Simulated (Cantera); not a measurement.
What does this Cantera script print?

```python
import numpy as np
import cantera as ct

gas_names = [...]  # 87 gases of nasa_gas.yaml made of C, H, Si
cond_names = """
    C(gr) C6H6(L) C7H8(L) C8H18(L),n-octa Si(cr) Si(L) SiC(b)
""".split()


# ... load() reads the species with a 1 bar reference pressure and builds the phases ...
atoms = {
    'SiC': {'Si': 1, 'C': 1},
    'C': {'C': 1},
    'H2': {'H': 2},
}
top_T = {'C(gr)': 4500, 'SiC(b)': 3050}  # K; cautious upper limits of use, not melting points


# ... equilibrate(T, P, feed) seeds the gas with the atoms and calls Mixture.equilibrate('TP', solver="vcs", rtol=1e-11, max_steps=5000) ...
results = []
feed = {'SiC': 1, 'C': 0.87, 'H2': 0.73}  # mol
T = 2100  # K
P = 1333.22  # Pa
mix = equilibrate(T, P, feed)
results.append((T, P, feed, dict(zip(mix.species_names, mix.species_moles))))
x = sorted(zip(gas.X, gas.species_names), reverse=True)
print(f"T = {T:g} K  P = {P:g} Pa  gas = {mix.phase_moles(0):.4g} mol")
print("   x: " + "  ".join(f"{s} {v:.3e}" for v, s in x if v > 1e-06))
print("   condensed (mol): " + ("  ".join(f"{mix.phase(i).name} {mix.phase_moles(i):.4g}"
      for i in range(1, mix.n_phases) if mix.phase_moles(i) > 1e-12) or "none"))
```

It prints:

```
T = 2100 K  P = 1333.22 Pa  gas = 0.7405 mol
   x: H2 9.711e-01  H 2.659e-02  C2H2,acetylene 1.403e-03  Si 7.801e-04  SiC2 5.028e-05  SiH 4.816e-05  Si2C 3.192e-05  SiH2 1.381e-05  CH4 4.147e-06  CH3 2.214e-06
   condensed (mol): C(gr) 0.8685  SiC(b) 0.9993
```

These are equilibrium values from Cantera (NASA tables, ideal gas, pure condensed phases), not measurements of a reactor. Gases not in the tables: Si2H6 and higher silanes.
